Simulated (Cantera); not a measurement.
Ignition delay

Mixture: 6.25 % CH4, 1.63 % CO, 19.6 % O2, 72.5 % N2, equivalence ratio 0.68, at 1.01 bar, adiabatic and at constant pressure. Ignition delay is the time to a rise of 400 K.

Computed with Cantera and GRI-Mech 3.0 (53 species, 325 reactions).

```tsv
T0 (K)	delay (ms)
1125	127
1200	39.7
1275	13.6
1350	5.15
1425	2.15
1500	0.995
1575	0.509
1650	0.283
```

| Quantity | Result |
|---|---|
| apparent activation energy between 1500 and 1650 K | 170 kJ/mol |
